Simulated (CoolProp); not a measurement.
Vapour-liquid equilibrium of C2F6 (R116) (1) + R134a (2) at 210.2 K; x and y are mole fractions of (1).

The numbers come from the multi-fluid Helmholtz-energy mixture model, Lemmon 2006 and Tillner-Roth 1994; pair parameters Bell 2016 in CoolProp.

| x | bubble pressure (MPa) | y at the bubble point | dew pressure at overall composition x (MPa) | liquid density (mol/L) |
|---|---|---|---|---|
| 0.05 | 0.06415 | 0.800 | 0.01377 | 14.33 |
| 0.125 | 0.1170 | 0.894 | 0.01495 | 14.03 |
| 0.2 | 0.1488 | 0.919 | 0.01635 | 13.73 |
| 0.275 | 0.1665 | 0.930 | 0.01803 | 13.44 |
| 0.35 | 0.1756 | 0.935 | 0.02010 | 13.15 |
| 0.425 | 0.1798 | 0.937 | 0.02270 | 12.87 |
| 0.5 | 0.1818 | 0.938 | 0.02607 | 12.60 |
| 0.575 | 0.1833 | 0.939 | 0.03061 | 12.34 |
| 0.65 | 0.1852 | 0.941 | 0.03708 | 12.09 |
| 0.725 | 0.1883 | 0.944 | 0.04699 | 11.85 |
| 0.8 | 0.1930 | 0.951 | 0.06409 | 11.63 |
| 0.875 | 0.1995 | 0.962 | 0.1004 | 11.42 |
| 0.95 | 0.2077 | 0.981 | 0.1926 | 11.24 |

No azeotrope shows between x = 0.05 and 0.95.

Pair parameters are fitted to limited data, so mixtures are less certain than the pure fluids. With so large a gap from Raoult's law the liquid may split in two, which this calculation doesn't test in full.
